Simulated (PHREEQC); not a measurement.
Solution (25 °C): 12 mmol/kgw BaBr2. Closed to the air; pH follows from the charge balance.

All values are PHREEQC results (ion-association model, phreeqc.dat), not measurements.

Each row changes one thing in this solution. Precipitation was switched off in this run.

```json
[
 {"case": "as made", "pH": "6.99", "ionic strength (mol/kgw)": "0.0360"},
 {"case": "BaBr2 from 0.012 to 0.06 mol/kgw", "pH": "6.96", "ionic strength (mol/kgw)": "___"},
 {"case": "BaBr2 replaced by CdBr2 at the same molality", "pH": "___", "ionic strength (mol/kgw)": "___"},
 {"case": "temperature from 25 to 15 °C", "pH": "7.15", "ionic strength (mol/kgw)": "0.0360"},
 {"case": "BaBr2 from 0.012 to 0.024 mol/kgw", "pH": "6.98", "ionic strength (mol/kgw)": "0.0720"},
 {"case": "diluted 100-fold with water", "pH": "7.00", "ionic strength (mol/kgw)": "0.000360"},
 {"case": "BaBr2 from 0.012 to 0.12 mol/kgw", "pH": "6.95", "ionic strength (mol/kgw)": "___"},
 {"case": "temperature from 25 to 5 °C", "pH": "7.33", "ionic strength (mol/kgw)": "0.0360"}
]
```

Some entries are withheld; supply them.


- BaBr2 from 0.012 to 0.06 mol/kgw, ionic strength (mol/kgw): 0.180
- BaBr2 replaced by CdBr2 at the same molality, pH: 6.30
- BaBr2 replaced by CdBr2 at the same molality, ionic strength (mol/kgw): 0.0213
- BaBr2 from 0.012 to 0.12 mol/kgw, ionic strength (mol/kgw): 0.360

Away from 25 °C the constants follow the database's enthalpies or fits; those with neither stay at their 25 °C values.
